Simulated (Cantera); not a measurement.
Charge: 1 mol Si₃N₄, 0.29 mol O₂, 47 mol H₂, at 1.60 mbar.

Method: chemical equilibrium by Gibbs-energy minimisation in Cantera with the NASA 1993 tables (ideal gas, pure condensed phases). Candidate condensed phases: H₂O, Si, SiO₂, Si₂N₂O, Si₃N₄; 35 gas species. Mutual solubility and eutectic melting of coexisting phases are not modelled. Gases not in the tables: Si₂H₆ and higher silanes. Kinetics and transport are ignored.

Which condensed phases are stable at each of these points (T (°C)): 675, 825, 975, 1125, 1275, 1425, 1575?


```csv
T (°C),condensed phases,Si condensed (%)
675,Si₂N₂O(s) + Si₃N₄(s),100.0
825,Si₂N₂O(s) + Si₃N₄(s),100.0
975,Si₂N₂O(s) + Si₃N₄(s),100.0
1125,Si₂N₂O(s) + Si₃N₄(s),99.9
1275,Si(s) + Si₂N₂O(s),93.8
1425,Si(l),79.9
1575,Si(l),73.6
```

From 675 °C to 1125 °C the condensed part is Si₂N₂O(s) + Si₃N₄(s). At 1275 °C the condensed part is Si(s) + Si₂N₂O(s). From 1425 °C to 1575 °C the condensed part is Si(l).
